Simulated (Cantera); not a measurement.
## Si + NF3 + N2 (silicon etching in halogen gases)

A closed system holds: 1 mol Si, a varied amount of NF3, 0.15 mol N2, held at 473.15 K and 100000 Pa.

Equilibrium computed with Cantera from the NASA thermochemical tables; the gas is ideal and each condensed phase is pure. Candidate condensed phases: Si, Si3N4; 16 gas species. The numbers say what is thermodynamically allowed, not how fast it happens.

```
n(NF3) (mol)  x SiF4   x NF3   x N2     x F2      x F  n Si3N4(s)
------------  ------  ------  -----  -------  -------  ----------
0.74           0.713  <1e-12  0.287   <1e-12   <1e-12       0.148
0.97           0.616  <1e-12  0.384   <1e-12   <1e-12      0.0908
1.2            0.568  <1e-12  0.432   <1e-12   <1e-12      0.0333
1.4            0.531  0.0354  0.434  2.10e-6  2.66e-9           0
1.7            0.458   0.168  0.374  6.23e-6  4.57e-9           0
1.9            0.420   0.238  0.343  8.09e-6  5.21e-9           0
2.1            0.387   0.297  0.316  9.63e-6  5.69e-9           0
2.4            0.347   0.370  0.283  1.16e-5  6.23e-9           0
2.6            0.324   0.411  0.265  1.27e-5  6.53e-9           0
2.8            0.305   0.447  0.249  1.37e-5  6.78e-9           0
3.1            0.279   0.493  0.228  1.51e-5  7.11e-9           0
```
x: gas mole fraction; n: condensed amount in mol.

From 0.74 mol NF3 to 1.2 mol NF3 the condensed part is Si3N4(s). From 1.4 mol NF3 to 3.1 mol NF3 nothing is condensed. The main Si-bearing gas is SiF4 throughout.
